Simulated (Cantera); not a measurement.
Feed: 1 mol CsCl, 46 mol N₂, equilibrated at 877 °C and 0.0100 bar.

These are equilibrium values from Cantera (NASA tables, ideal gas, pure condensed phases), not measurements of a reactor. Candidate condensed phases: Cs, CsCl; 8 gas species. Rates play no part.

Base state: N₂ 0.979, CsCl 0.0209, Cs₂Cl₂ 0.000202 (mole fractions); condensed: gas only.

Question: What changes in the equilibrium state with this change: temperature from 877 °C to 675 °C?

Answer: 
| species | before | after |
|---|---|---|
| N₂ | 0.979 | 0.983 |
| CsCl | 0.0209 | 0.0134 |
| Cs₂Cl₂ | 0.000202 | 0.00400 |

Question: What changes in the equilibrium state with this change: CsCl replaced by SrCl₂?

Answer: 
```
species          before    after
-------------  --------  -------
N₂                0.979    1.000
SrCl₂                 0  3.29e-5
CsCl             0.0209        0
Cs₂Cl₂         0.000202        0
SrCl₂(l), mol         0    0.998
```
Further candidate phases: Sr, SrCl₂.

Question: What changes in the equilibrium state with this change: temperature from 877 °C to 575 °C?

Answer: 
```json
[
 {"species": "N₂", "before": "0.979", "after": "0.998"},
 {"species": "CsCl", "before": "0.0209", "after": "0.00156"},
 {"species": "Cs₂Cl₂", "before": "0.000202", "after": "0.000748"},
 {"species": "CsCl(s), mol", "before": "0", "after": "0.859"}
]
```
